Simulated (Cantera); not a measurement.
**Equilibrium for silicon nitride deposition: SiH₄ + N₂**

Charge: 1 mol SiH₄, a varied amount of N₂, at 675 °C and 13300 Pa.

These are equilibrium values from Cantera (NASA tables, ideal gas, pure condensed phases), not measurements of a reactor. Candidate condensed phases: Si, Si₃N₄; 18 gas species. N₂ is the only nitrogen source here; it is nearly inert below about 1500 K, so the nitride shown seldom forms there in practice. The numbers say what is thermodynamically allowed, not how fast it happens.

```csv
n(N₂) (mol),x H₂,x N₂,x NH₃,x SiH₄,x H,n Si(s),n Si₃N₄(s)
0.44,1.00,1.04e-11,3.61e-10,4.71e-8,1.44e-9,0.340,0.220
2,0.600,0.400,3.28e-5,<1e-12,1.11e-9,0,0.333
3.6,0.405,0.595,2.22e-5,<1e-12,9.14e-10,0,0.333
5.2,0.306,0.694,1.57e-5,<1e-12,7.94e-10,0,0.333
6.8,0.246,0.754,1.18e-5,<1e-12,7.12e-10,0,0.333
8.4,0.205,0.795,9.26e-6,<1e-12,6.51e-10,0,0.333
10,0.176,0.824,7.50e-6,<1e-12,6.03e-10,0,0.333
12,0.150,0.850,5.97e-6,<1e-12,5.56e-10,0,0.333
```
x: gas mole fraction; n: condensed amount in mol.

At 0.44 mol N₂ the condensed part is Si(s) + Si₃N₄(s). From 2 mol N₂ to 12 mol N₂ the condensed part is Si₃N₄(s).
